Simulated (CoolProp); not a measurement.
A simple Rankine cycle with n-butane: condensing at 323.15 K, boiler at 2.11 MPa, turbine inlet 392.5 K, turbine efficiency 0.75, pump efficiency 0.6, no recuperator. Each further row changes one setting.

The numbers come from the reference Helmholtz-energy equation of state, Bücker 2006 in CoolProp.

```json
[
 {"case": "as stated", "thermal efficiency (%)": "9.6", "net work (kJ/kg)": "40.1", "heat in (kJ/kg)": "417", "turbine exit temperature (K)": "344.8", "volume ratio over the turbine": "5.11"},
 {"case": "turbine inlet 412.5 K", "thermal efficiency (%)": "9.6", "net work (kJ/kg)": "45.7", "heat in (kJ/kg)": "474", "turbine exit temperature (K)": "369.4", "volume ratio over the turbine": "4.76"},
 {"case": "condensing temperature 315.15 K", "thermal efficiency (%)": "10.7", "net work (kJ/kg)": "46.8", "heat in (kJ/kg)": "438", "turbine exit temperature (K)": "339.6", "volume ratio over the turbine": "6.35"},
 {"case": "boiler pressure 1.48 MPa", "thermal efficiency (%)": "7.8", "net work (kJ/kg)": "34.7", "heat in (kJ/kg)": "446", "turbine exit temperature (K)": "361.5", "volume ratio over the turbine": "3.18"},
 {"case": "turbine efficiency 0.65", "thermal efficiency (%)": "8.2", "net work (kJ/kg)": "34.1", "heat in (kJ/kg)": "417", "turbine exit temperature (K)": "347.7", "volume ratio over the turbine": "5.18"}
]
```
